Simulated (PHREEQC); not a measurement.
Solution (20 °C): 0.056 mol Na2CO3, 0.0048 mol K2SO4 and 2.2e-07 mol K2SiO3 per kg of water. Closed to the air; pH follows from the charge balance.

The numbers come from PHREEQC with the ion-association model, phreeqc.dat.

This is a speciation only: nothing precipitates in the calculation.

**Question.** Predict the pH.

**Answer.** pH 11.32.

**Question.** In which forms is Si present?

**Answer.** H3SiO4- 95 %, H4SiO4 2.7 %, H2SiO4-2 2.1 % of the Si.
